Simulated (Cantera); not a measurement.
**Adiabatic ignition**

An adiabatic, constant-volume homogeneous reactor starts with CH4 : O2 : N2 = 1 : 1.05 : 6.4 (molar parts), equivalence ratio 1.9, at 1075 K and 3.70 bar.

Model: GRI-Mech 3.0 (53 species, 325 reactions), integrated in Cantera.

```json
[
 {"t (s)": "2.00e-6", "T (K)": "1075", "P (bar)": "3.70", "x CH4": "0.118", "x O2": "0.124", "x H2": "<1e-12", "x C2H": "<1e-12", "x H": "<1e-12", "x HCN": "<1e-12", "x H2O2": "<1e-12"},
 {"t (s)": "5.92e-6", "T (K)": "1075", "P (bar)": "3.70", "x CH4": "0.118", "x O2": "0.124", "x H2": "1.07e-12", "x C2H": "<1e-12", "x H": "<1e-12", "x HCN": "<1e-12", "x H2O2": "2.42e-12"},
 {"t (s)": "1.75e-5", "T (K)": "1075", "P (bar)": "3.70", "x CH4": "0.118", "x O2": "0.124", "x H2": "4.46e-12", "x C2H": "<1e-12", "x H": "<1e-12", "x HCN": "<1e-12", "x H2O2": "2.13e-11"},
 {"t (s)": "5.20e-5", "T (K)": "1075", "P (bar)": "3.70", "x CH4": "0.118", "x O2": "0.124", "x H2": "2.41e-11", "x C2H": "<1e-12", "x H": "<1e-12", "x HCN": "<1e-12", "x H2O2": "1.80e-10"},
 {"t (s)": "0.000154", "T (K)": "1075", "P (bar)": "3.70", "x CH4": "0.118", "x O2": "0.124", "x H2": "1.83e-10", "x C2H": "<1e-12", "x H": "1.46e-12", "x HCN": "<1e-12", "x H2O2": "1.45e-9"},
 {"t (s)": "0.000456", "T (K)": "1075", "P (bar)": "3.70", "x CH4": "0.118", "x O2": "0.124", "x H2": "1.99e-9", "x C2H": "<1e-12", "x H": "6.34e-12", "x HCN": "<1e-12", "x H2O2": "9.93e-9"},
 {"t (s)": "0.00135", "T (K)": "1075", "P (bar)": "3.70", "x CH4": "0.118", "x O2": "0.124", "x H2": "3.18e-8", "x C2H": "<1e-12", "x H": "3.74e-11", "x HCN": "<1e-12", "x H2O2": "4.36e-8"},
 {"t (s)": "0.00400", "T (K)": "1075", "P (bar)": "3.70", "x CH4": "0.118", "x O2": "0.124", "x H2": "3.62e-7", "x C2H": "<1e-12", "x H": "9.48e-11", "x HCN": "<1e-12", "x H2O2": "6.88e-8"},
 {"t (s)": "0.0118", "T (K)": "1075", "P (bar)": "3.70", "x CH4": "0.118", "x O2": "0.124", "x H2": "1.85e-6", "x C2H": "<1e-12", "x H": "1.37e-10", "x HCN": "<1e-12", "x H2O2": "9.55e-8"},
 {"t (s)": "0.0351", "T (K)": "1076", "P (bar)": "3.70", "x CH4": "0.118", "x O2": "0.124", "x H2": "1.04e-5", "x C2H": "<1e-12", "x H": "3.32e-10", "x HCN": "<1e-12", "x H2O2": "2.09e-7"},
 {"t (s)": "0.104", "T (K)": "1081", "P (bar)": "3.72", "x CH4": "0.117", "x O2": "0.124", "x H2": "0.000146", "x C2H": "<1e-12", "x H": "2.90e-9", "x HCN": "<1e-12", "x H2O2": "1.26e-6"},
 {"t (s)": "0.308", "T (K)": "2232", "P (bar)": "8.55", "x CH4": "9.85e-10", "x O2": "1.91e-7", "x H2": "0.111", "x C2H": "<1e-12", "x H": "0.000771", "x HCN": "4.99e-7", "x H2O2": "4.80e-10"},
 {"t (s)": "0.912", "T (K)": "2232", "P (bar)": "8.55", "x CH4": "9.85e-10", "x O2": "1.91e-7", "x H2": "0.111", "x C2H": "<1e-12", "x H": "0.000771", "x HCN": "4.98e-7", "x H2O2": "4.80e-10"},
 {"t (s)": "2.70", "T (K)": "2232", "P (bar)": "8.55", "x CH4": "9.85e-10", "x O2": "1.91e-7", "x H2": "0.111", "x C2H": "<1e-12", "x H": "0.000771", "x HCN": "4.98e-7", "x H2O2": "4.80e-10"},
 {"t (s)": "8.00", "T (K)": "2232", "P (bar)": "8.55", "x CH4": "9.85e-10", "x O2": "1.91e-7", "x H2": "0.111", "x C2H": "<1e-12", "x H": "0.000771", "x HCN": "4.98e-7", "x H2O2": "4.80e-10"}
]
```
x: mole fraction; the columns are a selection and need not sum to one.

The time of steepest temperature rise comes out as 0.166 s, the temperature at 8.00 s comes out as 2232 K and the equilibrium temperature is 2232 K. The x(CH4) at 8.00 s is 9.85e-10 (gas-phase equilibrium 1.11e-9), the x(O2) at 8.00 s comes out as 1.91e-7 (gas-phase equilibrium 1.91e-7) and the x(H2) at 8.00 s comes out as 0.111 (gas-phase equilibrium 0.111).
